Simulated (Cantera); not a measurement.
**Ignition delay**

Mixture: 39.5 % CO, 3.55 % H₂, 12.0 % O₂, 45.0 % N₂, equivalence ratio 1.8, at 0.850 bar, adiabatic and at constant volume. Ignition delay is the time to a rise of 400 K.

Model: GRI-Mech 3.0 (53 species, 325 reactions), integrated in Cantera. Where the delays flatten at high temperature, the 400 K rule measures the pace of heat release, not the induction time.

| T0 (K) | delay (ms) |
|---|---|
| 1200 | 0.118 |
| 1275 | 0.0890 |
| 1350 | 0.0719 |
| 1425 | 0.0616 |
| 1500 | 0.0554 |
| 1575 | 0.0521 |
| 1650 | 0.0510 |
| 1725 | 0.0516 |
| 1800 | 0.0536 |
